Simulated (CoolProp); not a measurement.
A simple Rankine cycle with water: condensing at 298.15 K, boiler at 0.165 MPa, turbine inlet 402.5 K, turbine efficiency 0.75, pump efficiency 0.8, no recuperator. Each further row changes one setting.

Model: reference Helmholtz-energy equation of state, Wagner 2002, in CoolProp.

| case | thermal efficiency (%) | net work (kJ/kg) | heat in (kJ/kg) | turbine exit temperature (K) | volume ratio over the turbine |
|---|---|---|---|---|---|
| as stated | 16.2 | 424 | 2620 | 298.1 | 35.3 |
| turbine inlet 422.5 K | 16.2 | 433 | 2670 | 298.1 | 34.0 |
| condensing temperature 290.15 K | 17.5 | 466 | 2660 | 290.1 | 55.6 |
| boiler pressure 0.115 MPa | 14.8 | 388 | 2630 | 298.1 | 24.9 |
| turbine efficiency 0.65 | 14.0 | 368 | 2620 | 298.1 | 36.2 |

The expansion ends wet for: as stated; turbine inlet 422.5 K; condensing temperature 290.15 K; boiler pressure 0.115 MPa; turbine efficiency 0.65.
